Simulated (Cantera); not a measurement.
Input: 1 mol MgO, 0.15 mol SO3, 1.1 mol CO2, held at 11.0 mbar.

Method: chemical equilibrium by Gibbs-energy minimisation in Cantera with the NASA 1993 tables (ideal gas, pure condensed phases). Candidate condensed phases: C, Mg, MgCO3, MgO, MgS, MgSO4, S; 26 gas species. Equilibrium is a limit: real reactors are often held back by kinetics, nucleation or transport.

### Question
At 1348 K, list the 5 most abundant gas species with their mole fractions, and the condensed phases.

### Answer
CO2 0.830, SO2 0.113, O2 0.0565, SO3 0.000250, CO 1.29e-5. Condensed: MgO(s).
